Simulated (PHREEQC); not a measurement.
A PHREEQC input (ion-association model, wateq4f.dat):

```
SOLUTION 1
  temp 80
  units mg/L
  pH 8.06
  pe 9.7
  Na 33.1
  K 6.78
  Ca 28.8
  Mg 14.1
  Cl 15.9
  S(6) 37.3 as SO4
  Alkalinity 183
  Cu(2) 0.402
  B 0.0767
END
USE solution 1
EQUILIBRIUM_PHASES 1
  CO2(g) -2 10
END
```

The run finishes without an error or a warning.

Its last state differs from that of the intended input:

```json
[
 {"quantity": "pH", "as run": "7.75", "intended": "7.67"},
 {"quantity": "ionic strength (mol/kgw)", "as run": "0.00561", "intended": "0.00534"},
 {"quantity": "HCO3- (mol/kgw)", "as run": "0.00341", "intended": "0.00281"},
 {"quantity": "CaCO3 (mol/kgw)", "as run": "4.77e-5", "intended": "3.38e-5"},
 {"quantity": "CaHCO3+ (mol/kgw)", "as run": "2.79e-5", "intended": "2.38e-5"},
 {"quantity": "MgHCO3+ (mol/kgw)", "as run": "2.25e-5", "intended": "1.90e-5"},
 {"quantity": "SI of Atacamite (Cu2(OH)3Cl)", "as run": "-0.08", "intended": "-0.00"},
 {"quantity": "SI of Magnesite (MgCO3)", "as run": "+0.39", "intended": "+0.23"}
]
```

One thing in the input isn't as intended. What explains the difference?

Several could match; the one computed here: The fault: 'as HCO3' left off the alkalinity, which is then read as CaCO3.
